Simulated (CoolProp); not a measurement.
Properties of dimethyl carbonate at several states.

Model: reference Helmholtz-energy equation of state, Zhou 2011, in CoolProp.

```json
[
 {"T (K)": "547.3", "p (kPa)": "38.1", "phase": "gas", "Z": "0.9972", "cp (kJ/(kg K))": "…", "Joule-Thomson coefficient (K/MPa)": "…"},
 {"T (K)": "553.3", "p (kPa)": "157", "phase": "gas", "Z": "0.9887", "cp (kJ/(kg K))": "…", "Joule-Thomson coefficient (K/MPa)": "…"},
 {"T (K)": "546.7", "p (kPa)": "13100", "phase": "liquid", "Z": "…", "cp (kJ/(kg K))": "2.536", "Joule-Thomson coefficient (K/MPa)": "…"}
]
```

Some entries are withheld; supply them.


- 547.3, cp (kJ/(kg K)): 1.769
- 547.3, Joule-Thomson coefficient (K/MPa): 6.848
- 553.3, cp (kJ/(kg K)): 1.786
- 553.3, Joule-Thomson coefficient (K/MPa): 6.742
- 546.7, Z: 0.3694
- 546.7, Joule-Thomson coefficient (K/MPa): 0.4050
